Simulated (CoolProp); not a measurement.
Vapour-liquid equilibrium of carbon dioxide (1) + neopentane (2) at 278.9 K; x and y are mole fractions of (1).

Model: multi-fluid Helmholtz-energy mixture model, Span 1996 and Lemmon 2006; pair parameters Bell 2016, in CoolProp.

| x | bubble pressure (MPa) | y at the bubble point | dew pressure at overall composition x (MPa) | liquid density (mol/L) |
|---|---|---|---|---|
| 0.05 | 0.3291 | 0.727 | 0.09307 | 8.685 |
| 0.2 | 1.071 | 0.913 | 0.1109 | ___ |
| 0.35 | 1.716 | ___ | 0.1369 | 10.85 |
| 0.5 | ___ | 0.957 | ___ | 12.24 |
| 0.65 | 2.638 | ___ | ___ | 13.94 |
| 0.8 | 3.109 | ___ | 0.4518 | 16.11 |
| 0.95 | 3.766 | 0.992 | ___ | 19.02 |

### Question
Some entries are withheld; supply them.

### Answer

- 0.2, liquid density (mol/L): 9.678
- 0.35, y at the bubble point: 0.944
- 0.5, bubble pressure (MPa): 2.215
- 0.5, dew pressure at overall composition x (MPa): 0.1784
- 0.65, y at the bubble point: 0.966
- 0.65, dew pressure at overall composition x (MPa): 0.2558
- 0.8, y at the bubble point: 0.976
- 0.95, dew pressure at overall composition x (MPa): 1.914

No azeotrope shows between x = 0.05 and 0.95.

Pair parameters are fitted to limited data, so mixtures are less certain than the pure fluids. The gap from Raoult's law changes sign with composition, which may be real or a fault of the pair parameters; it wasn't checked against measurements.
